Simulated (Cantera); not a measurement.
Mixture: CH3OH : O2 : N2 : H2O = 1 : 3.33 : 12.5 : 1.6 (molar parts), equivalence ratio 0.45, at 12.0 bar, adiabatic and at constant pressure. Ignition delay is the time to a rise of 400 K.

Cantera simulation using GRI-Mech 3.0 (53 species, 325 reactions); the numbers are that mechanism's predictions, not measurements. GRI-Mech 3.0 was tuned for natural gas; its chemistry of methanol as a main component is partial and can be far from experiment. The pressure lies above the range GRI-Mech 3.0 was tuned for (to about 10 atm).

### Question
What does this change do: N2 12.5 to 9.8 parts?

### Answer
```json
[
 {"quantity": "delay at 1250 K", "before": "0.608 ms", "after": "0.559 ms"},
 {"quantity": "delay at 1350 K", "before": "0.148 ms", "after": "0.134 ms"},
 {"quantity": "delay at 1450 K", "before": "46.4 µs", "after": "41.5 µs"},
 {"quantity": "delay at 1550 K", "before": "17.9 µs", "after": "15.7 µs"},
 {"quantity": "apparent activation energy between 1500 and 1600 K", "before": "170 kJ/mol", "after": "180 kJ/mol"}
]
```

### Question
What does this change do: pressure from 12.0 bar to 5.00 bar?

### Answer
```tsv
quantity	before	after
delay at 1250 K	0.608 ms	1.13 ms
delay at 1350 K	0.148 ms	0.284 ms
delay at 1450 K	46.4 µs	92.1 µs
delay at 1550 K	17.9 µs	36.7 µs
apparent activation energy between 1500 and 1600 K	170 kJ/mol	170 kJ/mol
```

### Question
What does this change do: CH3OH 1 to 1.4 parts?

### Answer
| quantity | before | after |
|---|---|---|
| delay at 1250 K | 0.608 ms | 0.562 ms |
| delay at 1350 K | 0.148 ms | 0.136 ms |
| delay at 1450 K | 46.4 µs | 42.0 µs |
| delay at 1550 K | 17.9 µs | 15.9 µs |
| apparent activation energy between 1500 and 1600 K | 170 kJ/mol | 180 kJ/mol |
